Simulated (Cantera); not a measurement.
# Stirred combustor or abatement burner

A perfectly stirred reactor is fed with H2 : O2 : N2 : NO : CO2 = 1 : 0.781 : 2.94 : 0.0074 : 0.048 (molar parts), at 10.0 bar; it is adiabatic with a 450 K inlet, and is followed from long to short residence time, starting on the burning branch (τ in s: 0.047, 0.024, 0.012, 0.0062, 0.0031, 0.0016, 0.0008, 0.00041, 0.00021, 0.0001, 5.3e-05).

Computed with Cantera and GRI-Mech 3.0 (53 species, 325 reactions). The hydrogen kinetics of GRI-Mech 3.0 are dated; newer H2 mechanisms differ, most at raised pressure. The mechanism lacks 2 NO + O2 → 2 NO2 and HONO, so NO2 and the effect of NO are under-described below about 1400 K.

```json
[
 {"τ (s)": "0.047", "T (K)": "2014", "x H2": "0.000113", "x O2": "0.0653", "x NO": "0.00188", "x OH": "0.00146", "x H": "6.51e-6", "x N2O": "7.27e-7", "x N2": "0.687"},
 {"τ (s)": "0.024", "T (K)": "2014", "x H2": "0.000130", "x O2": "0.0653", "x NO": "0.00181", "x OH": "0.00150", "x H": "7.48e-6", "x N2O": "7.68e-7", "x N2": "0.687"},
 {"τ (s)": "0.012", "T (K)": "2013", "x H2": "0.000164", "x O2": "0.0653", "x NO": "0.00178", "x OH": "0.00159", "x H": "9.44e-6", "x N2O": "8.44e-7", "x N2": "0.687"},
 {"τ (s)": "0.0062", "T (K)": "2012", "x H2": "0.000220", "x O2": "0.0653", "x NO": "0.00176", "x OH": "0.00172", "x H": "1.31e-5", "x N2O": "9.70e-7", "x N2": "0.687"},
 {"τ (s)": "0.0031", "T (K)": "2010", "x H2": "0.000319", "x O2": "0.0653", "x NO": "0.00175", "x OH": "0.00194", "x H": "2.05e-5", "x N2O": "1.18e-6", "x N2": "0.687"},
 {"τ (s)": "0.0016", "T (K)": "2007", "x H2": "0.000474", "x O2": "0.0653", "x NO": "0.00174", "x OH": "0.00223", "x H": "3.41e-5", "x N2O": "1.45e-6", "x N2": "0.687"},
 {"τ (s)": "0.00080", "T (K)": "2003", "x H2": "0.000732", "x O2": "0.0653", "x NO": "0.00173", "x OH": "0.00265", "x H": "6.16e-5", "x N2O": "1.77e-6", "x N2": "0.687"},
 {"τ (s)": "0.00041", "T (K)": "1997", "x H2": "0.00112", "x O2": "0.0653", "x NO": "0.00173", "x OH": "0.00317", "x H": "0.000112", "x N2O": "2.04e-6", "x N2": "0.686"},
 {"τ (s)": "0.00021", "T (K)": "1988", "x H2": "0.00172", "x O2": "0.0654", "x NO": "0.00173", "x OH": "0.00380", "x H": "0.000208", "x N2O": "2.17e-6", "x N2": "0.686"},
 {"τ (s)": "0.00010", "T (K)": "1973", "x H2": "0.00277", "x O2": "0.0656", "x NO": "0.00172", "x OH": "0.00463", "x H": "0.000414", "x N2O": "2.12e-6", "x N2": "0.685"},
 {"τ (s)": "5.3e-5", "T (K)": "1955", "x H2": "0.00415", "x O2": "0.0659", "x NO": "0.00172", "x OH": "0.00542", "x H": "0.000742", "x N2O": "1.96e-6", "x N2": "0.684"}
]
```
x: mole fraction; the columns are a selection and need not sum to one.
